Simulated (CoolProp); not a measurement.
Vapour-liquid equilibrium of o-xylene (1) + n-undecane (2) at 375.9 K; x and y are mole fractions of (1).

Values from CoolProp's multi-fluid Helmholtz-energy mixture model, Zhou 2012 and Aleksandrov 2011; pair parameters Bell 2016.

| x | bubble pressure, mixture model (bar) | bubble pressure, Raoult's law (bar) | y, mixture model | y, Raoult's law |
|---|---|---|---|---|
| 0.05 | ___ | 0.06187 | 0.224 | 0.235 |
| 0.125 | 0.07854 | 0.07996 | 0.444 | 0.455 |
| 0.2 | 0.09646 | 0.09806 | 0.586 | 0.594 |
| 0.275 | ___ | 0.1162 | 0.684 | 0.689 |
| 0.35 | 0.1330 | 0.1343 | 0.756 | 0.759 |
| 0.425 | ___ | 0.1524 | ___ | 0.812 |
| 0.5 | 0.1696 | 0.1704 | 0.852 | 0.854 |
| 0.575 | 0.1879 | 0.1885 | 0.886 | 0.888 |
| 0.65 | ___ | 0.2066 | 0.914 | 0.916 |
| 0.725 | 0.2243 | 0.2247 | 0.938 | 0.939 |
| 0.8 | 0.2424 | 0.2428 | 0.958 | 0.959 |
| 0.875 | ___ | 0.2609 | 0.975 | 0.976 |
| 0.95 | 0.2789 | 0.2790 | 0.991 | 0.991 |

**Question.** Complete the blanks.

**Answer.** 
- 0.05, bubble pressure, mixture model (bar): 0.06108
- 0.275, bubble pressure, mixture model (bar): 0.1147
- 0.425, bubble pressure, mixture model (bar): 0.1513
- 0.425, y, mixture model: 0.810
- 0.65, bubble pressure, mixture model (bar): 0.2061
- 0.875, bubble pressure, mixture model (bar): 0.2606

The largest gap from Raoult's law is -1.8 % in bubble pressure, at x = 0.125. No azeotrope shows between x = 0.05 and 0.95.

The pair parameters rest on a limited set of measurements; away from them the model extrapolates.
